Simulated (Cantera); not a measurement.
Equilibrium for silicon carbide growth: SiHCl3 + CH4 + H2

Charge: 1 mol SiHCl3, a varied amount of CH4, 1400 mol H2, equilibrated at 1450 K and 100000 Pa.

Equilibrium computed with Cantera from the NASA thermochemical tables; the gas is ideal and each condensed phase is pure. Candidate condensed phases: C, C6H6, C7H8, C8H18, Si, SiC; 109 gas species. Mutual solubility and eutectic melting of coexisting phases are not modelled. Rates play no part.

From 0.031 mol CH4 to 0.82 mol CH4 the condensed part is Si(s) + SiC(s). From 1.2 mol CH4 to 2.5 mol CH4 the condensed part is SiC(s). The main Si-bearing gas is SiCl2 throughout.

```csv
n(CH4) (mol),x H2,x HCl,x CH4,x SiCl2,x H,n Si(s),n SiC(s)
0.031,0.998,0.00211,1.96e-5,1.37e-5,9.45e-6,0.972,0.00355
0.045,0.998,0.00211,1.96e-5,1.37e-5,9.45e-6,0.958,0.0175
0.064,0.998,0.00211,1.96e-5,1.37e-5,9.45e-6,0.939,0.0365
0.092,0.998,0.00211,1.96e-5,1.37e-5,9.45e-6,0.911,0.0645
0.13,0.998,0.00211,1.96e-5,1.37e-5,9.45e-6,0.873,0.103
0.19,0.998,0.00211,1.96e-5,1.37e-5,9.45e-6,0.813,0.163
0.28,0.998,0.00211,1.96e-5,1.37e-5,9.45e-6,0.723,0.253
0.4,0.998,0.00211,1.96e-5,1.37e-5,9.45e-6,0.603,0.373
0.57,0.998,0.00211,1.96e-5,1.37e-5,9.45e-6,0.433,0.543
0.82,0.998,0.00211,1.96e-5,1.37e-5,9.45e-6,0.183,0.793
1.2,0.998,0.00213,0.000145,1.90e-6,9.45e-6,0,0.997
1.7,0.997,0.00213,0.000499,5.53e-7,9.44e-6,0,0.999
2.5,0.997,0.00213,0.00107,2.58e-7,9.44e-6,0,1.000
```
x: gas mole fraction; n: condensed amount in mol.
